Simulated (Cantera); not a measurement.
A closed system holds: 1 mol SiH₄, 0.91 mol H₂O, equilibrated at 1448.15 K and 28.0 Pa.

These are equilibrium values from Cantera (NASA tables, ideal gas, pure condensed phases), not measurements of a reactor. Candidate condensed phases: H₂O, Si, SiO₂; 18 gas species. Kinetics and transport are ignored.

Base state: H₂ 0.761, SiO 0.238, H 0.000482, Si 1.05e-5 (mole fractions); condensed: Si(s).

Problem. What changes in the equilibrium state with this change: temperature from 1448.15 K to 2098.15 K?

Solution. 
```json
[
 {"species": "H₂", "before": "0.761", "after": "0.618"},
 {"species": "SiO", "before": "0.238", "after": "0.216"},
 {"species": "H", "before": "0.000482", "after": "0.145"},
 {"species": "Si", "before": "1.05e-5", "after": "0.0212"},
 {"species": "Si₂", "before": "9.13e-9", "after": "1.25e-5"},
 {"species": "SiH", "before": "6.13e-7", "after": "0.000152"},
 {"species": "Si(s), mol", "before": "0.0900", "after": "0"}
]
```

Problem. What changes in the equilibrium state with this change: temperature from 1448.15 K to 1048 K?

Solution. 
```tsv
species	before	after
H₂	0.761	1.000
SiO	0.238	1.26e-5
H	0.000482	4.62e-7
Si	1.05e-5	<1e-9
Si(s), mol	0.0900	0.545
SiO₂(β-quartz), mol	0	0.455
```
Mutual solubility and eutectic melting of coexisting phases are not modelled.
